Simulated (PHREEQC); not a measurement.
Make-up at 60 °C: 0.016 mol Na2HAsO4 and 0.24 mol NH3 per kg of water. Closed to the air; pH follows from the charge balance.

Model: ion-association model, wateq4f.dat, run in PHREEQC.

Task: The ionic strength comes out as 0.0575 mol/kgw. What activity coefficients do Na+, NH4+, HAsO4-2, H2AsO4-, AsO4-3 get?

Result: Na+ 0.80, NH4+ 0.80, HAsO4-2 0.41, H2AsO4- 0.80, AsO4-3 0.14.

This is a speciation only: nothing precipitates in the calculation. Constants without temperature data keep their 25 °C values here.
